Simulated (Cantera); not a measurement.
## Adiabatic ignition

An adiabatic, constant-pressure homogeneous reactor starts with 38.7 % H2, 12.9 % O2, 48.4 % N2, equivalence ratio 1.5, at 1148 K and 150000 Pa.

Computed with Cantera and the H2/O2 subset of GRI-Mech 3.0, which has no nitrogen chemistry.

```json
[
 {"t (s)": "3.00e-6", "T (K)": "1148", "x H2": "0.387", "x O2": "0.129", "x O": "6.39e-10", "x HO2": "7.10e-9", "x H": "7.82e-9", "x H2O2": "2.14e-11", "x H2O": "4.49e-9"},
 {"t (s)": "7.25e-6", "T (K)": "1148", "x H2": "0.387", "x O2": "0.129", "x O": "3.80e-9", "x HO2": "2.95e-8", "x H": "4.37e-8", "x H2O2": "1.73e-10", "x H2O": "5.03e-8"},
 {"t (s)": "1.75e-5", "T (K)": "1148", "x H2": "0.387", "x O2": "0.129", "x O": "1.10e-7", "x HO2": "6.40e-7", "x H": "1.25e-6", "x H2O2": "4.56e-9", "x H2O": "1.94e-6"},
 {"t (s)": "4.24e-5", "T (K)": "1188", "x H2": "0.374", "x O2": "0.123", "x O": "0.000525", "x HO2": "0.000101", "x H": "0.00589", "x H2O2": "3.14e-6", "x H2O": "0.0111"},
 {"t (s)": "0.000103", "T (K)": "2570", "x H2": "0.140", "x O2": "0.00241", "x O": "0.00311", "x HO2": "1.83e-6", "x H": "0.0400", "x H2O2": "1.69e-7", "x H2O": "0.261"},
 {"t (s)": "0.000248", "T (K)": "2744", "x H2": "0.143", "x O2": "0.000946", "x O": "0.00122", "x HO2": "8.51e-7", "x H": "0.0231", "x H2O2": "1.20e-7", "x H2O": "0.275"},
 {"t (s)": "0.000599", "T (K)": "2757", "x H2": "0.143", "x O2": "0.000852", "x O": "0.00110", "x HO2": "7.75e-7", "x H": "0.0219", "x H2O2": "1.15e-7", "x H2O": "0.276"},
 {"t (s)": "0.00145", "T (K)": "2757", "x H2": "0.143", "x O2": "0.000852", "x O": "0.00110", "x HO2": "7.75e-7", "x H": "0.0219", "x H2O2": "1.15e-7", "x H2O": "0.276"},
 {"t (s)": "0.00350", "T (K)": "2757", "x H2": "0.143", "x O2": "0.000852", "x O": "0.00110", "x HO2": "7.75e-7", "x H": "0.0219", "x H2O2": "1.15e-7", "x H2O": "0.276"},
 {"t (s)": "0.00847", "T (K)": "2757", "x H2": "0.143", "x O2": "0.000852", "x O": "0.00110", "x HO2": "7.75e-7", "x H": "0.0219", "x H2O2": "1.15e-7", "x H2O": "0.276"},
 {"t (s)": "0.0205", "T (K)": "2757", "x H2": "0.143", "x O2": "0.000852", "x O": "0.00110", "x HO2": "7.75e-7", "x H": "0.0219", "x H2O2": "1.15e-7", "x H2O": "0.276"},
 {"t (s)": "0.0495", "T (K)": "2757", "x H2": "0.143", "x O2": "0.000852", "x O": "0.00110", "x HO2": "7.75e-7", "x H": "0.0219", "x H2O2": "1.15e-7", "x H2O": "0.276"},
 {"t (s)": "0.120", "T (K)": "2757", "x H2": "0.143", "x O2": "0.000852", "x O": "0.00110", "x HO2": "7.75e-7", "x H": "0.0219", "x H2O2": "1.15e-7", "x H2O": "0.276"},
 {"t (s)": "0.290", "T (K)": "2757", "x H2": "0.143", "x O2": "0.000852", "x O": "0.00110", "x HO2": "7.75e-7", "x H": "0.0219", "x H2O2": "1.15e-7", "x H2O": "0.276"},
 {"t (s)": "0.700", "T (K)": "2757", "x H2": "0.143", "x O2": "0.000852", "x O": "0.00110", "x HO2": "7.75e-7", "x H": "0.0219", "x H2O2": "1.15e-7", "x H2O": "0.276"}
]
```
x: mole fraction; the columns are a selection and need not sum to one.

```yaml
time_of_steepest_temperature_rise: 47.8 µs
temperature at 0.700 s: 2757 K
equilibrium_temperature: 2757 K
x(H2) at 0.700 s: 0.143 (gas-phase equilibrium 0.143)
x(O2) at 0.700 s: 0.000852 (gas-phase equilibrium 0.000852)
x(O) at 0.700 s: 0.00110 (gas-phase equilibrium 0.00110)
```
